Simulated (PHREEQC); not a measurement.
TMAH is added in steps, without added water, to 1 kg of water holding 0.11 mol/kgw NaHCO3 and 9.8e-05 mol/kgw NH3, at 92 °C. Oxygen is held at 0.21 atm. The system is closed to CO2. No solid was allowed to form.

Base run: PHREEQC, ion-association model, phreeqc.dat. Each further column changes one thing. The table gives NaCO3- (mol/kgw).

```json
[
 {"TMAH added (mol)": "0", "base": "0.00511", "Davies equation for every ion": "0.00502", "database wateq4f.dat": "0.00501", "Debye-Hückel limiting law": "0.00430", "all activity coefficients set to 1": "0.00660"},
 {"TMAH added (mol)": "0.005", "base": "0.00774", "Davies equation for every ion": "0.00765", "database wateq4f.dat": "0.00765", "Debye-Hückel limiting law": "0.00674", "all activity coefficients set to 1": "0.00932"},
 {"TMAH added (mol)": "0.01167", "base": "0.0123", "Davies equation for every ion": "0.0122", "database wateq4f.dat": "0.0122", "Debye-Hückel limiting law": "0.0110", "all activity coefficients set to 1": "0.0139"},
 {"TMAH added (mol)": "0.01667", "base": "0.0161", "Davies equation for every ion": "0.0160", "database wateq4f.dat": "0.0161", "Debye-Hückel limiting law": "0.0145", "all activity coefficients set to 1": "0.0179"},
 {"TMAH added (mol)": "0.02333", "base": "0.0215", "Davies equation for every ion": "0.0213", "database wateq4f.dat": "0.0214", "Debye-Hückel limiting law": "0.0192", "all activity coefficients set to 1": "0.0236"},
 {"TMAH added (mol)": "0.02833", "base": "0.0256", "Davies equation for every ion": "0.0254", "database wateq4f.dat": "0.0255", "Debye-Hückel limiting law": "0.0228", "all activity coefficients set to 1": "0.0279"},
 {"TMAH added (mol)": "0.035", "base": "0.0310", "Davies equation for every ion": "0.0308", "database wateq4f.dat": "0.0309", "Debye-Hückel limiting law": "0.0274", "all activity coefficients set to 1": "0.0339"},
 {"TMAH added (mol)": "0.04", "base": "0.0350", "Davies equation for every ion": "0.0347", "database wateq4f.dat": "0.0349", "Debye-Hückel limiting law": "0.0307", "all activity coefficients set to 1": "0.0384"}
]
```

(CH3)4N+ isn't in the database: it is added as a free cation with an ion size of 4 Å. Constants without temperature data keep their 25 °C values here. phreeqc.dat and wateq4f.dat share most of their constants, so their agreement is no independent check.
